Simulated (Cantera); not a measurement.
Input: 1 mol Cr, 8.5 mol NH₃, 0.74 mol N₂, held at 0.690 Pa.

These are equilibrium values from Cantera (NASA tables, ideal gas, pure condensed phases), not measurements of a reactor. Candidate condensed phases: Cr, CrN, Cr₂N; 11 gas species. The numbers say what is thermodynamically allowed, not how fast it happens.

Q: Which condensed phases are stable at each of these points (T (°C)): 1050, 1100, 1150, 1200, 1250, 1300, 1350, 1400, 1450, 1500, 1550, 1600, 1650, 1700?

A: 
```tsv
T (°C)	condensed phases	Cr condensed (%)
1050	Cr(s)	97.7
1100	Cr(s)	91.7
1150	Cr(s)	72.4
1200	Cr(s)	13.7
1250	gas only	0.0
1300	gas only	0.0
1350	gas only	0.0
1400	gas only	0.0
1450	gas only	0.0
1500	gas only	0.0
1550	gas only	0.0
1600	gas only	0.0
1650	gas only	0.0
1700	gas only	0.0
```

From 1050 °C to 1200 °C the condensed part is Cr(s). From 1250 °C to 1700 °C nothing is condensed.
